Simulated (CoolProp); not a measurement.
n-perfluorohexane at several states: Z from the reference equation and from simpler models built on Tc = 448.0 K, pc = 1.742 MPa, ω = 0.497; each cubic takes its own stable root.

Computed with CoolProp (reference Helmholtz-energy equation of state, Gao 2022).

```json
[
 {"T (K)": "236.7", "p (MPa)": "0.151", "phase": "liquid", "reference": "[?]", "Soave-Redlich-Kwong": "0.01633", "Peng-Robinson": "0.01453"},
 {"T (K)": "235.6", "p (MPa)": "3.36", "phase": "liquid", "reference": "[?]", "Soave-Redlich-Kwong": "0.3621", "Peng-Robinson": "[?]"},
 {"T (K)": "408.2", "p (MPa)": "2.28", "phase": "liquid", "reference": "[?]", "Soave-Redlich-Kwong": "0.2101", "Peng-Robinson": "0.1863"},
 {"T (K)": "368.2", "p (MPa)": "0.0296", "phase": "gas", "reference": "0.9881", "Soave-Redlich-Kwong": "0.9883", "Peng-Robinson": "0.9876"},
 {"T (K)": "379.5", "p (MPa)": "1.42", "phase": "liquid", "reference": "[?]", "Soave-Redlich-Kwong": "[?]", "Peng-Robinson": "0.1124"}
]
```

### Question
Some entries are withheld; supply them.

### Answer

- 236.7, reference: 0.01403
- 235.6, reference: 0.3117
- 235.6, Peng-Robinson: 0.3226
- 408.2, reference: 0.1745
- 379.5, reference: 0.1075
- 379.5, Soave-Redlich-Kwong: 0.1272
